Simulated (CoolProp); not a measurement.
A single-stage vapour-compression cycle with carbonyl sulfide: evaporating at 286.15 K (dew point), condensing at 349.15 K (bubble point), superheat 10 K, subcooling 5 K, compressor efficiency 0.8, no pressure losses. Each further row changes one setting.

Model: reference Helmholtz-energy equation of state, Lemmon 2006, in CoolProp. It is a short technical equation, of lower accuracy than the large ones.

```json
[
 {"case": "as stated", "cooling COP": "2.56", "pressure ratio": "4.04", "discharge temperature (K)": "414.8", "refrigerating effect (kJ/kg)": "181", "volumetric capacity (kJ/m³)": "4700"},
 {"case": "evaporating temperature 291.15 K", "cooling COP": "2.89", "pressure ratio": "3.54", "discharge temperature (K)": "409.1", "refrigerating effect (kJ/kg)": "183", "volumetric capacity (kJ/m³)": "5390"},
 {"case": "condensing temperature 344.15 K", "cooling COP": "2.89", "pressure ratio": "3.68", "discharge temperature (K)": "405.9", "refrigerating effect (kJ/kg)": "189", "volumetric capacity (kJ/m³)": "4910"},
 {"case": "subcooling 10 K", "cooling COP": "2.69", "pressure ratio": "4.04", "discharge temperature (K)": "414.8", "refrigerating effect (kJ/kg)": "190", "volumetric capacity (kJ/m³)": "4920"},
 {"case": "superheat 20 K", "cooling COP": "2.55", "pressure ratio": "4.04", "discharge temperature (K)": "427.1", "refrigerating effect (kJ/kg)": "189", "volumetric capacity (kJ/m³)": "4680"},
 {"case": "compressor efficiency 0.7", "cooling COP": "2.24", "pressure ratio": "4.04", "discharge temperature (K)": "425.3", "refrigerating effect (kJ/kg)": "181", "volumetric capacity (kJ/m³)": "4700"}
]
```
